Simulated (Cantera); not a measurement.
Charge: 1 mol SiC, 0.27 mol CO2, 280 mol H2, held at 2098.15 K and 10.0 mbar.

Cantera equilibrium calculation (NASA polynomials, part measured and part estimated; ideal gas, pure solids and liquids). Candidate condensed phases: C, C6H6, C7H8, C8H18, H2O, Si, SiC, SiO2; 123 gas species. Gases not in the tables: Si2H6 and higher silanes. Kinetics and transport are ignored.

Base state: H2 0.965, H 0.0303, CO 0.00183, Si 0.00168, C2H2 (acetylene) 0.000499, SiH 9.01e-5, Si2C 6.84e-5, SiO 5.86e-5 (mole fractions); condensed: SiC(s).

**Question.** What changes in the equilibrium state with this change: CO2 from 0.27 to 0.93 mol?

**Answer.** 
```
species             before     after
----------------  --------  --------
H2                   0.965     0.960
H                   0.0303    0.0302
CO                 0.00183   0.00604
Si                 0.00168   0.00254
SiO                5.86e-5  0.000439
C2H2 (acetylene)  0.000499  0.000218
SiC(s), mol          0.419    0.0256
```

**Question.** What changes in the equilibrium state with this change: H2 from 280 to 4.6 mol?

**Answer.** 
```csv
species,before,after
H2,0.965,0.863
CO,0.00183,0.0800
H,0.0303,0.0286
SiO,5.86e-5,0.0230
C2H2 (acetylene),0.000499,4.96e-5
Si2,2.81e-6,2.53e-5
Si,0.00168,0.00505
Si2C,6.84e-5,0.000205
SiC2,3.90e-5,1.30e-5
"SiC(s), mol",0.419,0.849
```
